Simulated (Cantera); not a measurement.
An adiabatic, constant-pressure homogeneous reactor starts with CH₄ : O₂ : N₂ : CO₂ = 1 : 1.33 : 5.01 : 0.92 (molar parts), equivalence ratio 1.5, at 1673 K and 5.00 bar. Integrator tolerance rtol = 1e-08.

Computed with Cantera and GRI-Mech 3.0 (53 species, 325 reactions).

| quantity | before | after |
|---|---|---|
| time of steepest temperature rise | 99.8 µs | 0.344 ms |
| temperature at 2.00 s | 2728 K | 2648 K |
| equilibrium temperature | 2728 K | 2648 K |
| x(CH₄) at 2.00 s | <1e-12 (gas-phase equilibrium 1.09e-12) | <1e-12 (gas-phase equilibrium <1e-12) |
| x(O₂) at 2.00 s | 0.00146 (gas-phase equilibrium 0.00146) | 0.00315 (gas-phase equilibrium 0.00315) |
| x(CO₂) at 2.00 s | 0.0922 (gas-phase equilibrium 0.0922) | 0.0888 (gas-phase equilibrium 0.0888) |
| x(HCN) at 2.00 s | 3.34e-8 (gas-phase equilibrium 3.34e-8) | 7.57e-9 (gas-phase equilibrium 7.57e-9) |
| x(CO) at 2.00 s | 0.121 (gas-phase equilibrium 0.121) | 0.123 (gas-phase equilibrium 0.123) |
| x(H₂) at 2.00 s | 0.0348 (gas-phase equilibrium 0.0348) | 0.0365 (gas-phase equilibrium 0.0365) |

Task: What was changed between the two runs?
A. CO2 0.92 to 2.6 parts
B. pressure from 5.00 bar to 1.00 bar
C. O2 1.33 to 2 parts
D. initial temperature 1673 to 1725 K

Result: B, pressure from 5.00 bar to 1.00 bar
